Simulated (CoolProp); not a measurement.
Vapour-liquid equilibrium of benzene (1) + n-octane (2) at 2.28 bar; x and y are mole fractions of (1).

The numbers come from the multi-fluid Helmholtz-energy mixture model, Thol 2012 and Beckmüller 2019; pair parameters Bell 2016 in CoolProp.

```json
[
 {"x": "0.05", "bubble temperature (K)": "(withheld)", "y at the bubble point": "0.137", "dew temperature at overall composition x (K)": "429.2", "liquid density (mol/L)": "5.233"},
 {"x": "0.15", "bubble temperature (K)": "417.8", "y at the bubble point": "(withheld)", "dew temperature at overall composition x (K)": "425.8", "liquid density (mol/L)": "5.570"},
 {"x": "0.25", "bubble temperature (K)": "410.5", "y at the bubble point": "0.522", "dew temperature at overall composition x (K)": "422.1", "liquid density (mol/L)": "5.928"},
 {"x": "0.35", "bubble temperature (K)": "(withheld)", "y at the bubble point": "0.640", "dew temperature at overall composition x (K)": "418.2", "liquid density (mol/L)": "6.309"},
 {"x": "0.45", "bubble temperature (K)": "399.5", "y at the bubble point": "0.727", "dew temperature at overall composition x (K)": "413.9", "liquid density (mol/L)": "6.722"},
 {"x": "0.55", "bubble temperature (K)": "395.3", "y at the bubble point": "0.795", "dew temperature at overall composition x (K)": "409.2", "liquid density (mol/L)": "7.172"},
 {"x": "0.65", "bubble temperature (K)": "391.8", "y at the bubble point": "0.849", "dew temperature at overall composition x (K)": "403.9", "liquid density (mol/L)": "7.671"},
 {"x": "0.75", "bubble temperature (K)": "388.7", "y at the bubble point": "0.896", "dew temperature at overall composition x (K)": "398.1", "liquid density (mol/L)": "8.230"},
 {"x": "0.85", "bubble temperature (K)": "385.9", "y at the bubble point": "(withheld)", "dew temperature at overall composition x (K)": "391.7", "liquid density (mol/L)": "8.862"},
 {"x": "0.95", "bubble temperature (K)": "383.3", "y at the bubble point": "0.979", "dew temperature at overall composition x (K)": "385.2", "liquid density (mol/L)": "9.586"}
]
```

### Question
Fill in the missing entries.

### Answer

- 0.05, bubble temperature (K): 426.2
- 0.15, y at the bubble point: 0.359
- 0.35, bubble temperature (K): 404.5
- 0.85, y at the bubble point: 0.938

No azeotrope shows between x = 0.05 and 0.95.

Pair parameters are fitted to limited data, so mixtures are less certain than the pure fluids.
